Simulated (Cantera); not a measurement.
## Hydrocarbon pyrolysis for carbon deposition

An isothermal, constant-pressure homogeneous reactor starts with C2H6 : N2 = 1 : 3.7 (molar parts), at 1700 K and 1.01 bar.

Computed with Cantera and GRI-Mech 3.0 (53 species, 325 reactions). GRI-Mech 3.0 stops at C3 and has no aromatics, soot or wall deposition, so with more carbon than oxygen in the feed, carbon stays in small species such as C2H2 where larger ones or solid carbon would form.

| t (s) | x C2H6 | x CH4 | x C2H4 | x H2 | x H | x CH3 |
|---|---|---|---|---|---|---|
| 0.000200 | 0.000503 | 0.0685 | 0.0515 | 0.179 | 0.000103 | 0.000782 |
| 0.000726 | 6.25e-5 | 0.0662 | 0.0233 | 0.202 | 5.05e-5 | 0.000329 |
| 0.00263 | 5.05e-5 | 0.0623 | 0.00356 | 0.221 | 5.50e-5 | 0.000311 |
| 0.00955 | 3.77e-5 | 0.0536 | 0.00185 | 0.233 | 5.85e-5 | 0.000271 |
| 0.0346 | 1.70e-5 | 0.0354 | 0.00185 | 0.254 | 6.55e-5 | 0.000184 |
| 0.126 | 4.03e-6 | 0.0160 | 0.00196 | 0.278 | 7.43e-5 | 8.68e-5 |
| 0.456 | 1.46e-6 | 0.00810 | 0.00204 | 0.287 | 7.88e-5 | 4.50e-5 |
| 1.65 | 1.34e-6 | 0.00755 | 0.00204 | 0.288 | 7.91e-5 | 4.21e-5 |
| 6.00 | 1.34e-6 | 0.00755 | 0.00204 | 0.288 | 7.91e-5 | 4.21e-5 |
x: mole fraction; the columns are a selection and need not sum to one.

Equilibrium at this temperature and pressure: C2H6 8.16e-7, CH4 0.00591, C2H4 0.00123, H2 0.290, H 7.95e-5, CH3 3.28e-5 (gas phase only).
